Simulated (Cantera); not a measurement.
Feed: 1 mol CHF3, held at 2975 K and 0.000920 bar.

Equilibrium computed with Cantera from the NASA thermochemical tables; the gas is ideal and each condensed phase is pure. Candidate condensed phases: C, C6H6, C7H8, C8H18; 95 gas species. Rates play no part.

### Question
What is the equilibrium state?

### Answer
```
Property                                    Value
--------------------------------------  ---------
x(F)                                        0.576
x(HF)                                       0.227
x(C3)                                      0.0634
x(H)                                       0.0541
x(CF)                                      0.0396
x(C)                                       0.0271
x(C2)                                      0.0103
x(CF2)                                    0.00131
x(C5)                                    0.000421
gas amount                              3.548 mol
log10 activity of C(graphite) (absent)      -0.20
```
